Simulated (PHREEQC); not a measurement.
Make-up at 64 °C: 0.013 mol Rb2SO4 and 0.00041 mol NaHCO3 per kg of water. Closed to the air; pH follows from the charge balance.

The numbers come from PHREEQC with the ion-association model, wateq4f.dat.

No solid was allowed to form.

**Question.** Estimate the pH.

**Answer.** pH 7.76.

**Question.** In which forms is C present?

**Answer.** HCO3- 97 %, CO2 2.7 %, CO3-2 0.7 % of the C.

Constants without temperature data keep their 25 °C values here.
